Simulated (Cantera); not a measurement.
An adiabatic, constant-pressure homogeneous reactor starts with 6.49 % H2, 9.86 % O2, 83.7 % N2, at 1648 K and 1730 Torr.

Detailed kinetics in Cantera: the H2/O2 subset of GRI-Mech 3.0, which has no nitrogen chemistry. The hydrogen kinetics of GRI-Mech 3.0 are dated; newer H2 mechanisms differ, most at raised pressure.

### Question
Predict: time of steepest temperature rise; temperature at 4.00 s; equilibrium temperature; x(H2) at 4.00 s; x(O2) at 4.00 s; x(H2O) at 4.00 s; x(OH) at 4.00 s; x(H2O2) at 4.00 s; x(HO2) at 4.00 s.

### Answer
* **time of steepest temperature rise**: 8.77 µs
* **temperature at 4.00 s**: 2094 K
* **equilibrium temperature**: 2094 K
* **x(H2) at 4.00 s**: 9.60e-5 (gas-phase equilibrium 9.60e-5)
* **x(O2) at 4.00 s**: 0.0679 (gas-phase equilibrium 0.0679)
* **x(H2O) at 4.00 s**: 0.0661 (gas-phase equilibrium 0.0661)
* **x(OH) at 4.00 s**: 0.00159 (gas-phase equilibrium 0.00159)
* **x(H2O2) at 4.00 s**: 6.54e-8 (gas-phase equilibrium 6.54e-8)
* **x(HO2) at 4.00 s**: 1.75e-6 (gas-phase equilibrium 1.75e-6)
